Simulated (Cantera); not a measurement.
Input (Python, Cantera):

```python
import numpy as np
import cantera as ct

gas = ct.Solution("gri30.yaml")
gas.TPX = 1400, 1000000, {'CH4': 1, 'C2H6': 0.16, 'C3H8': 0.18, 'O2': 2.66, 'N2': 10, 'H2O': 0.43}
reactor = ct.IdealGasConstPressureReactor(gas, energy="on", clone=False)
net = ct.ReactorNet([reactor])
net.rtol, net.atol = 1e-08, 1e-16
show = ['CH4', 'C2H6', 'C3H8', 'CH2CO', 'C2H2']
times = np.geomspace(3e-06, 3, 10)

steps = ct.SolutionArray(gas, extra=["t"])
rows = []
print(f"{'t/s':>10s}{'T/K':>9s}{'P/Pa':>11s}" + "".join(f"{s:>11s}" for s in show))
for t in times:
    while net.time < t:
        t_next = net.step()
        steps.append(gas.state, t=t_next)
    rows.append([np.interp(t, steps.t, y) for y in (steps.T, steps.P, *steps(*show).X.T)])
    print(f"{t:10.3e}{rows[-1][0]:9.1f}{rows[-1][1]:11.4g}" + "".join(f"{x:11.3e}" for x in rows[-1][2:]))
rate = np.gradient(steps.T, steps.t)
print("integrator steps:", len(steps.t))
if steps.T.max() > steps.T[0] + 200:
    print(f"time of steepest temperature rise: {steps.t[rate.argmax()]:.4e} s")
gas.TPX = 1400, 1000000, {'CH4': 1, 'C2H6': 0.16, 'C3H8': 0.18, 'O2': 2.66, 'N2': 10, 'H2O': 0.43}
gas.equilibrate("HP")
print(f"equilibrium (HP): T = {gas.T:.1f} K  " + "  ".join(f"{s} {gas[s].X[0]:.3e}" for s in show))
```

Output:

```
       t/s      T/K       P/Pa        CH4       C2H6       C3H8      CH2CO       C2H2
 3.000e-06   1399.7      1e+06  6.929e-02  1.107e-02  1.243e-02  4.766e-09  7.016e-10
 1.392e-05   1400.5      1e+06  6.898e-02  1.088e-02  1.200e-02  1.617e-06  1.689e-07
 6.463e-05   1475.3      1e+06  6.026e-02  7.039e-03  5.649e-03  6.254e-04  7.221e-05
 3.000e-04   2822.1      1e+06  2.047e-12  5.428e-24  3.407e-35  2.042e-14  3.763e-15
 1.392e-03   2816.9      1e+06  2.162e-12  5.965e-24  3.889e-35  2.117e-14  3.936e-15
 6.463e-03   2816.9      1e+06  2.163e-12  5.967e-24  3.891e-35  2.117e-14  3.937e-15
 3.000e-02   2816.9      1e+06  2.163e-12  5.967e-24  3.891e-35  2.117e-14  3.937e-15
 1.392e-01   2816.9      1e+06  2.163e-12  5.967e-24  3.891e-35  2.117e-14  3.937e-15
 6.463e-01   2816.9      1e+06  2.163e-12  5.967e-24  3.891e-35  2.117e-14  3.937e-15
 3.000e+00   2816.9      1e+06  2.163e-12  5.967e-24  3.891e-35  2.117e-14  3.937e-15
integrator steps: 1931
time of steepest temperature rise: 7.9611e-05 s
equilibrium (HP): T = 2816.9 K  CH4 2.528e-12  C2H6 7.724e-24  C3H8 5.312e-35  CH2CO 2.290e-14  C2H2 4.232e-15
```

Computed with Cantera and GRI-Mech 3.0 (53 species, 325 reactions). GRI-Mech 3.0 was tuned for natural gas; its chemistry of propane as a main component is partial and can be far from experiment.
